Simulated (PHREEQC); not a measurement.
0.5 mol of Ag3PO4 (Ag3PO4) is brought to equilibrium with 1 kg of water holding 0.026 mol HCl, with rising amounts of H3PO4, at 25 °C. Oxygen alone is held at its pressure in air (log pO2 = -0.68). CO2 from the air is kept out. Solids allowed: Ag3PO4, Cerargyrite, Ag2O. Others were left out.

Model: ion-association model, wateq4f.dat, run in PHREEQC.

| H3PO4 added (mol) | pH | dissolved Ag (mol/kgw) | Cerargyrite (mol) | Ag+ (mol/kgw) | H2PO4- (mol/kgw) |
|---|---|---|---|---|---|
| 0 | 4.87 | 0.0131 | 0.0260 | 0.0131 | 0.0129 |
| 0.00833 | (withheld) | 0.0253 | 0.0260 | 0.0253 | 0.0252 |
| 0.0167 | (withheld) | 0.0373 | 0.0260 | 0.0373 | 0.0373 |
| 0.025 | 3.79 | 0.0488 | 0.0260 | 0.0488 | 0.0490 |
| 0.0333 | 3.62 | 0.0600 | 0.0260 | 0.0600 | 0.0602 |
| 0.0417 | 3.49 | 0.0710 | 0.0260 | 0.0710 | 0.0713 |
| 0.05 | 3.38 | 0.0814 | 0.0260 | 0.0814 | 0.0818 |
| 0.0583 | 3.29 | 0.0914 | 0.0260 | 0.0914 | 0.0920 |
| 0.0667 | 3.20 | 0.101 | 0.0260 | 0.101 | 0.102 |
| 0.075 | (withheld) | 0.110 | 0.0260 | 0.110 | 0.111 |
| 0.0833 | 3.07 | 0.119 | 0.0260 | 0.119 | 0.120 |
| 0.0917 | 3.01 | 0.128 | 0.0260 | 0.128 | 0.129 |
| 0.1 | 2.96 | 0.136 | 0.0260 | 0.136 | 0.138 |

### Question
What belongs in the gaps?

### Answer

- 0.00833, pH: 4.33
- 0.0167, pH: 4.01
- 0.075, pH: 3.13

H3PO4, which wateq4f.dat lacks, is added to it with the constant of phreeqc.dat. The database has no phosphate complexes of Ag.
